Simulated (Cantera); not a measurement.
## Adiabatic ignition

An adiabatic, constant-volume homogeneous reactor starts with 4.94 % CH₄, 11.6 % O₂, 83.5 % N₂, at 1798 K and 2.10 bar.

Cantera simulation using GRI-Mech 3.0 (53 species, 325 reactions); the numbers are that mechanism's predictions, not measurements.

```json
[
 {"t (s)": "1.00e-6", "T (K)": "1798", "P (bar)": "2.10", "x CH₄": "0.0494", "x O₂": "0.116", "x C₂H₄": "1.14e-10", "x CH₂": "7.42e-11", "x H₂": "2.05e-6", "x HCO": "8.85e-12", "x CH₂CO": "<1e-12"},
 {"t (s)": "2.64e-6", "T (K)": "1798", "P (bar)": "2.10", "x CH₄": "0.0494", "x O₂": "0.116", "x C₂H₄": "4.78e-9", "x CH₂": "3.44e-10", "x H₂": "6.18e-6", "x HCO": "9.00e-11", "x CH₂CO": "<1e-12"},
 {"t (s)": "6.96e-6", "T (K)": "1798", "P (bar)": "2.10", "x CH₄": "0.0493", "x O₂": "0.116", "x C₂H₄": "1.39e-7", "x CH₂": "1.86e-9", "x H₂": "1.86e-5", "x HCO": "9.94e-10", "x CH₂CO": "2.86e-11"},
 {"t (s)": "1.84e-5", "T (K)": "1797", "P (bar)": "2.10", "x CH₄": "0.0490", "x O₂": "0.116", "x C₂H₄": "3.97e-6", "x CH₂": "1.61e-8", "x H₂": "6.99e-5", "x HCO": "1.62e-8", "x CH₂CO": "4.85e-9"},
 {"t (s)": "4.84e-5", "T (K)": "1803", "P (bar)": "2.11", "x CH₄": "0.0465", "x O₂": "0.115", "x C₂H₄": "0.000168", "x CH₂": "3.98e-7", "x H₂": "0.000748", "x HCO": "7.09e-7", "x CH₂CO": "2.34e-6"},
 {"t (s)": "0.000128", "T (K)": "2661", "P (bar)": "3.19", "x CH₄": "<1e-12", "x O₂": "0.0254", "x C₂H₄": "<1e-12", "x CH₂": "<1e-12", "x H₂": "0.00809", "x HCO": "3.23e-8", "x CH₂CO": "<1e-12"},
 {"t (s)": "0.000337", "T (K)": "2767", "P (bar)": "3.29", "x CH₄": "<1e-12", "x O₂": "0.0223", "x C₂H₄": "<1e-12", "x CH₂": "<1e-12", "x H₂": "0.00595", "x HCO": "1.63e-8", "x CH₂CO": "<1e-12"},
 {"t (s)": "0.000890", "T (K)": "2759", "P (bar)": "3.28", "x CH₄": "<1e-12", "x O₂": "0.0205", "x C₂H₄": "<1e-12", "x CH₂": "<1e-12", "x H₂": "0.00602", "x HCO": "1.61e-8", "x CH₂CO": "<1e-12"},
 {"t (s)": "0.00235", "T (K)": "2753", "P (bar)": "3.27", "x CH₄": "<1e-12", "x O₂": "0.0192", "x C₂H₄": "<1e-12", "x CH₂": "<1e-12", "x H₂": "0.00608", "x HCO": "1.60e-8", "x CH₂CO": "<1e-12"},
 {"t (s)": "0.00619", "T (K)": "2752", "P (bar)": "3.27", "x CH₄": "<1e-12", "x O₂": "0.0191", "x C₂H₄": "<1e-12", "x CH₂": "<1e-12", "x H₂": "0.00609", "x HCO": "1.59e-8", "x CH₂CO": "<1e-12"},
 {"t (s)": "0.0163", "T (K)": "2752", "P (bar)": "3.27", "x CH₄": "<1e-12", "x O₂": "0.0191", "x C₂H₄": "<1e-12", "x CH₂": "<1e-12", "x H₂": "0.00609", "x HCO": "1.59e-8", "x CH₂CO": "<1e-12"},
 {"t (s)": "0.0431", "T (K)": "2752", "P (bar)": "3.27", "x CH₄": "<1e-12", "x O₂": "0.0191", "x C₂H₄": "<1e-12", "x CH₂": "<1e-12", "x H₂": "0.00609", "x HCO": "1.59e-8", "x CH₂CO": "<1e-12"},
 {"t (s)": "0.114", "T (K)": "2752", "P (bar)": "3.27", "x CH₄": "<1e-12", "x O₂": "0.0191", "x C₂H₄": "<1e-12", "x CH₂": "<1e-12", "x H₂": "0.00609", "x HCO": "1.59e-8", "x CH₂CO": "<1e-12"},
 {"t (s)": "0.300", "T (K)": "2752", "P (bar)": "3.27", "x CH₄": "<1e-12", "x O₂": "0.0191", "x C₂H₄": "<1e-12", "x CH₂": "<1e-12", "x H₂": "0.00609", "x HCO": "1.59e-8", "x CH₂CO": "<1e-12"}
]
```
x: mole fraction; the columns are a selection and need not sum to one.

```
Item                                                              Result
---------------------------------  -------------------------------------
time of steepest temperature rise                                85.1 µs
temperature at 0.300 s                                            2752 K
equilibrium temperature                                           2752 K
x(CH₄) at 0.300 s                  <1e-12 (gas-phase equilibrium <1e-12)
x(O₂) at 0.300 s                   0.0191 (gas-phase equilibrium 0.0191)
x(C₂H₄) at 0.300 s                 <1e-12 (gas-phase equilibrium <1e-12)
```
